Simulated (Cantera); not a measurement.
A perfectly stirred reactor is fed with 7.32 % CH₄, 19.5 % O₂, 73.2 % N₂, equivalence ratio 0.75, at 4.20 bar; it is adiabatic with a 575 K inlet, and is followed from long to short residence time, starting on the burning branch (τ in s: 0.024, 0.0087, 0.0032, 0.0012, 0.00044, 0.00016, 5.9e-05, 2.2e-05, 8e-06).

Model: GRI-Mech 3.0 (53 species, 325 reactions), integrated in Cantera.

x: mole fraction; the columns are a selection and need not sum to one.

```json
[
 {"τ (s)": "0.024", "T (K)": "2125", "x CH₄": "5.51e-6", "x O₂": "0.0486", "x C₂H₄": "5.03e-10", "x CO₂": "0.0722", "x NO": "0.000394", "x HCO": "1.78e-8"},
 {"τ (s)": "0.0087", "T (K)": "2121", "x CH₄": "(withheld)", "x O₂": "0.0489", "x C₂H₄": "(withheld)", "x CO₂": "0.0718", "x NO": "(withheld)", "x HCO": "(withheld)"},
 {"τ (s)": "0.0032", "T (K)": "2111", "x CH₄": "2.84e-5", "x O₂": "0.0492", "x C₂H₄": "1.02e-8", "x CO₂": "0.0710", "x NO": "0.000121", "x HCO": "1.37e-7"},
 {"τ (s)": "0.0012", "T (K)": "2093", "x CH₄": "5.70e-5", "x O₂": "0.0499", "x C₂H₄": "3.06e-8", "x CO₂": "0.0695", "x NO": "8.37e-5", "x HCO": "3.74e-7"},
 {"τ (s)": "0.00044", "T (K)": "2060", "x CH₄": "0.000115", "x O₂": "0.0512", "x C₂H₄": "8.35e-8", "x CO₂": "0.0667", "x NO": "5.98e-5", "x HCO": "1.04e-6"},
 {"τ (s)": "0.00016", "T (K)": "2007", "x CH₄": "0.000247", "x O₂": "0.0536", "x C₂H₄": "2.37e-7", "x CO₂": "0.0619", "x NO": "4.16e-5", "x HCO": "2.91e-6"},
 {"τ (s)": "5.9e-5", "T (K)": "1924", "x CH₄": "0.000612", "x O₂": "0.0585", "x C₂H₄": "9.00e-7", "x CO₂": "0.0537", "x NO": "2.55e-5", "x HCO": "7.98e-6"},
 {"τ (s)": "2.2e-5", "T (K)": "575", "x CH₄": "0.0732", "x O₂": "0.195", "x C₂H₄": "<1e-12", "x CO₂": "<1e-12", "x NO": "<1e-12", "x HCO": "<1e-12"},
 {"τ (s)": "8.0e-6", "T (K)": "575", "x CH₄": "0.0732", "x O₂": "0.195", "x C₂H₄": "<1e-12", "x CO₂": "<1e-12", "x NO": "<1e-12", "x HCO": "<1e-12"}
]
```

Question: Complete the blanks.

Answer: 
- 0.0087, x CH₄: 1.32e-5
- 0.0087, x C₂H₄: 2.62e-9
- 0.0087, x NO: 0.000201
- 0.0087, x HCO: 4.95e-8
